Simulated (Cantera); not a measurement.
Charge: 1 mol SiC, 0.0091 mol H2O, 260 mol N2, at 3.30 bar.

Cantera equilibrium calculation (NASA polynomials, part measured and part estimated; ideal gas, pure solids and liquids). Candidate condensed phases: C, C6H6, C7H8, C8H18, H2O, Si, SiC, SiO2, Si2N2O, Si3N4; 151 gas species. Rates play no part. All values below are at 1700 K.

Base state: N2 1.000, CO 3.50e-5, H2 2.54e-5, HCN 1.85e-5 (mole fractions); condensed: C(graphite) + Si3N4(s).

Question: What changes in the equilibrium state with this change: H2O from 0.0091 to 0.97 mol?

Answer: 
| species | before | after |
|---|---|---|
| N2 | 1.000 | 0.994 |
| H2 | 2.54e-5 | 0.00360 |
| CO | 3.50e-5 | 0.00180 |
| HCN | 1.85e-5 | 0.000219 |
| C(graphite), mol | 0.986 | 0.471 |
| Si3N4(s), mol | 0.333 | 0 |
| Si2N2O(s), mol | 0 | 0.500 |
